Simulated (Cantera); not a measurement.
Feed: 1 mol AlCl3, 4.8 mol HCl, 29 mol N2, equilibrated at 0.000120 bar.

Equilibrium computed with Cantera from the NASA thermochemical tables; the gas is ideal and each condensed phase is pure. Candidate condensed phases: Al, AlCl3, AlN, NH4Cl; 20 gas species. The tables' values for AlCl2 are old estimates; treat these amounts as uncertain. Kinetics and transport are ignored.

Q: At 1623 K, list the 5 most abundant gas species with their mole fractions, and the condensed phases.

A: N2 0.821, HCl 0.132, AlCl3 0.0199, Cl 0.0162, AlCl 0.00429. Condensed: gas only.
